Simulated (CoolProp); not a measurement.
A simple Rankine cycle with tetrahydrofuran: condensing at 288.15 K, boiler at 0.212 MPa, turbine inlet 368.8 K, turbine efficiency 0.85, pump efficiency 0.7, no recuperator. Each further row changes one setting.

Computed with CoolProp (reference Helmholtz-energy equation of state, Fiedler 2023).

```csv
case,thermal efficiency (%),net work (kJ/kg),heat in (kJ/kg),turbine exit temperature (K),volume ratio over the turbine
as stated,15.6,84.9,543,293.1,…
turbine inlet 388.8 K,…,90.5,571,…,13.0
condensing temperature 280.15 K,…,95.5,…,…,18.4
boiler pressure 0.148 MPa,…,75.6,545,303.7,9.15
turbine efficiency 0.75,13.8,74.8,543,302.6,13.2
```

**Question.** Complete the blanks.

**Answer.** 
- as stated, volume ratio over the turbine: 12.8
- turbine inlet 388.8 K, thermal efficiency (%): 15.8
- turbine inlet 388.8 K, turbine exit temperature (K): 314.2
- condensing temperature 280.15 K, thermal efficiency (%): 17.2
- condensing temperature 280.15 K, heat in (kJ/kg): 556
- condensing temperature 280.15 K, turbine exit temperature (K): 282.5
- boiler pressure 0.148 MPa, thermal efficiency (%): 13.9
